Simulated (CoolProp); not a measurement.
A simple Rankine cycle with R22: condensing at 314.15 K, boiler at 4.01 MPa, turbine inlet 499 K, turbine efficiency 0.8, pump efficiency 0.7, no recuperator. Each further row changes one setting.

Computed with CoolProp (reference Helmholtz-energy equation of state, Kamei 1995).

```csv
case,thermal efficiency (%),net work (kJ/kg),heat in (kJ/kg),turbine exit temperature (K),volume ratio over the turbine
as stated,9.1,28.1,310,449.6,2.40
condensing temperature 306.15 K,10.7,___,320,440.2,2.89
boiler pressure 2.81 MPa,5.9,___,317,469.1,1.72
turbine efficiency 0.7,7.8,___,310,454.2,2.43
```

Question: Some entries are withheld; supply them.

Answer: 
- condensing temperature 306.15 K, net work (kJ/kg): 34.1
- boiler pressure 2.81 MPa, net work (kJ/kg): 18.7
- turbine efficiency 0.7, net work (kJ/kg): 24.2
